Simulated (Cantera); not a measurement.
Feed: 1 mol SiH4, 0.035 mol Cl2, 300 mol N2, at 852 °C and 46.0 mbar.

Method: chemical equilibrium by Gibbs-energy minimisation in Cantera with the NASA 1993 tables (ideal gas, pure condensed phases). Candidate condensed phases: NH4Cl, Si, Si3N4; 28 gas species. N2 is the only nitrogen source here; it is nearly inert below about 1500 K, so the nitride shown seldom forms there in practice. The numbers say what is thermodynamically allowed, not how fast it happens.

Base state: N2 0.993, H2 0.00652, HCl 0.000232 (mole fractions); condensed: Si3N4(s).

What changes in the equilibrium state with this change: SiH4 replaced by SiCl4?


| species | before | after |
|---|---|---|
| N2 | 0.993 | 0.997 |
| SiCl4 | <1e-9 | 0.00332 |
| Cl | <1e-9 | 8.28e-5 |
| H2 | 0.00652 | 0 |
| HCl | 0.000232 | 0 |
| Cl2 | <1e-9 | 7.49e-5 |
| Si3N4(s), mol | 0.333 | 0 |
